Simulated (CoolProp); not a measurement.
The fluid at 293.15 K and 0.839 MPa (liquid) is heated at constant pressure to 402.1 K. The same conditions are run with several fluids, on thermodynamics alone (safety and materials aside).

Computed with CoolProp (reference Helmholtz-energy equation of state of each fluid (R227EA: Lemmon 2016; R236EA: Rui 2013; decamethyltetrasiloxane (MD2M): Thol 2017; tetradecamethylhexasiloxane (MD4M): Thol 2019; isohexane: Lemmon 2006)).

| fluid | heat (kJ/kg) | final phase | final density (kg/m³) |
|---|---|---|---|
| R227EA | [?] | gas | 46.4 |
| R236EA | [?] | gas | [?] |
| decamethyltetrasiloxane (MD2M) | 201 | liquid | 745 |
| tetradecamethylhexasiloxane (MD4M) | 199 | liquid | [?] |
| isohexane | [?] | liquid | 540 |

Some entries are withheld; supply them.


- R227EA, heat (kJ/kg): 210
- R236EA, heat (kJ/kg): 254
- R236EA, final density (kg/m³): 42.4
- tetradecamethylhexasiloxane (MD4M), final density (kg/m³): 787
- isohexane, heat (kJ/kg): 272
